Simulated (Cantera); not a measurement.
Feed: 1 mol TEOS, 2.3 mol O₂, 1.1 mol N₂, equilibrated at 998.15 K and 6.00e-5 bar.

Equilibrium computed with Cantera from the NASA thermochemical tables; the gas is ideal and each condensed phase is pure. Candidate condensed phases: C, C₆H₆, C₇H₈, C₈H₁₈, H₂O, Si, SiC, SiO₂, Si₂N₂O, Si₃N₄; 151 gas species. The feed counts by its element totals alone. Kinetics and transport are ignored.

Base state: H₂ 0.565, CO 0.373, N₂ 0.0621 (mole fractions); condensed: C(graphite) + SiO₂(β-quartz).

What changes in the equilibrium state with this change: pressure from 6.00e-5 bar to 0.0190 bar?


| species | before | after |
|---|---|---|
| H₂ | 0.565 | 0.564 |
| CO | 0.373 | 0.370 |
| N₂ | 0.0621 | 0.0624 |
| H₂O | 5.15e-6 | 0.00161 |
| CO₂ | 4.92e-6 | 0.00153 |
| CH₄ | 1.87e-6 | 0.000589 |
| C(graphite), mol | 1.40 | 1.45 |
| SiO₂(β-quartz), mol | 1.00 | 1.00 |
